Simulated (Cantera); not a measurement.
A freely propagating, adiabatic, planar premixed flame of CH₄ : CO : O₂ : N₂ = 1 : 0.12 : 2.64 : 9.93 (molar parts), unburnt at 423 K and 0.247 atm; mixture-averaged transport, grid criteria slope 0.08 and curve 0.16, no radiation.

Model: GRI-Mech 3.0 (53 species, 325 reactions), integrated in Cantera. Burning velocities carry a grid error of a few per cent, more on coarse grids.

Question: Predict: laminar burning velocity; thermal thickness; peak x(CH₂); peak x(HO₂).

Answer: 
| Property | Result |
|---|---|
| laminar burning velocity | 77.8 cm/s |
| thermal thickness | 1.38 mm |
| peak x(CH₂) | 2.29e-5 |
| peak x(HO₂) | 0.000137 |
